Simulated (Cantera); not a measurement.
Input (Python, Cantera) and output of one run.

```python
import numpy as np
import cantera as ct

gas_names = """
    H H2 N NH NH2 NH3 N2 N2H2 N2H4 Si SiH SiH2 SiH3 SiH4 SiN Si2 Si2N Si3
""".split()
cond_names = """
    Si(cr) Si(L) Si3N4(a)
""".split()


# ... load() reads the species with a 1 bar reference pressure and builds the phases ...
atoms = {
    'trisilylamine': {'Si': 3, 'N': 1, 'H': 9},
    'N2': {'N': 2},
}
top_T = {'Si3N4(a)': 2400}  # K; cautious upper limits of use, not melting points


# ... equilibrate(T, P, feed) seeds the gas with the atoms and calls Mixture.equilibrate('TP', solver="vcs", rtol=1e-11, max_steps=5000) ...
results = []
feed = {'trisilylamine': 1, 'N2': 0.21}  # mol
T = 773  # K
P = 10000  # Pa
mix = equilibrate(T, P, feed)
results.append((T, P, feed, dict(zip(mix.species_names, mix.species_moles))))
print(gas.report(threshold=0.0001))
for i in range(1, mix.n_phases):
    print(f"{mix.phase(i).name:16s} {mix.phase_moles(i):12.5e} mol")
```

Output:

```
       temperature   773 K
          pressure   10000 Pa
           density   0.0031367 kg/m^3
  mean mol. weight   2.016 kg/kmol
   phase of matter   gas

                          1 kg             1 kmol
                     ---------------   ---------------
          enthalpy        6.8945e+06        1.3899e+07  J
   internal energy        3.7064e+06        7.4722e+06  J
           entropy             88138        1.7769e+05  J/K
    Gibbs function       -6.1236e+07       -1.2345e+08  J
 heat capacity c_p             14647             29528  J/K
 heat capacity c_v             10522             21213  J/K

                      mass frac. Y      mole frac. X     chem. pot. / RT
                     ---------------   ---------------   ---------------
                H2                 1                 1           -19.208
     [  +17 minor]        2.8619e-07         1.797e-08

Si(cr)            1.93500e+00 mol
Si3N4(a)          3.55000e-01 mol
```

Method: chemical equilibrium by Gibbs-energy minimisation in Cantera with the NASA 1993 tables (ideal gas, pure condensed phases). The feed counts by its element totals alone.
